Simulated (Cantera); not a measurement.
A closed system holds: 1 mol SiCl₄, 1.4 mol HCl, 360 mol H₂, at 1227 °C and 42.0 Torr.

Equilibrium computed with Cantera from the NASA thermochemical tables; the gas is ideal and each condensed phase is pure. Candidate condensed phases: Si; 19 gas species. Rates play no part.

Base state: H₂ 0.986, HCl 0.0136, SiCl₂ 0.000605, H 7.39e-5 (mole fractions); condensed: Si(s).

Problem. What changes in the equilibrium state with this change: temperature from 1227 °C to 550 °C?

Solution. 
| species | before | after |
|---|---|---|
| H₂ | 0.986 | 0.993 |
| HCl | 0.0136 | 0.00447 |
| SiCl₄ | 1.26e-7 | 0.00216 |
| H | 7.39e-5 | <1e-9 |
| SiCl₂ | 0.000605 | 2.99e-7 |
| SiHCl₃ | 9.42e-7 | 0.000580 |
| SiH₂Cl₂ | 1.12e-6 | 1.31e-5 |
| Si(s), mol | 0.777 | 0 |
